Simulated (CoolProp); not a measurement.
Vapour-liquid equilibrium of ethane (1) + n-pentane (2) at 269.4 K; x and y are mole fractions of (1).

Computed with CoolProp (multi-fluid Helmholtz-energy mixture model, Bücker 2006 and Thol 2019; pair parameters Kunz 2012).

```
x      bubble pressure (MPa)  y at the bubble point  dew pressure at overall composition x (MPa)  liquid density (mol/L)
-----  ---------------------  ---------------------  -------------------------------------------  ----------------------
0.05                  0.1182                  0.828                                      0.02165                   9.192
0.125                 0.2663                  0.925                                      0.02351                   9.496
0.2                   0.4158                  0.953                                      0.02571                   9.815
0.275                 0.5658                    ___                                      0.02837                   10.15
0.35                  0.7162                  0.974                                      0.03165                   10.50
0.425                 0.8669                  0.980                                          ___                   10.86
0.5                      ___                  0.984                                      0.04111                     ___
0.575                  1.171                  0.987                                      0.04833                   11.64
0.65                   1.325                  0.989                                      0.05863                   12.05
0.725                  1.484                  0.991                                      0.07449                   12.47
0.8                    1.650                    ___                                       0.1021                   12.88
0.875                  1.828                  0.996                                       0.1622                   13.25
0.95                   2.026                    ___                                       0.3924                   13.54
```

**Question.** What belongs in the gaps?

**Answer.** 
- 0.275, y at the bubble point: 0.966
- 0.425, dew pressure at overall composition x (MPa): 0.03576
- 0.5, bubble pressure (MPa): 1.018
- 0.5, liquid density (mol/L): 11.25
- 0.8, y at the bubble point: 0.993
- 0.95, y at the bubble point: 0.998

No azeotrope shows between x = 0.05 and 0.95.

The pair parameters rest on a limited set of measurements; away from them the model extrapolates.
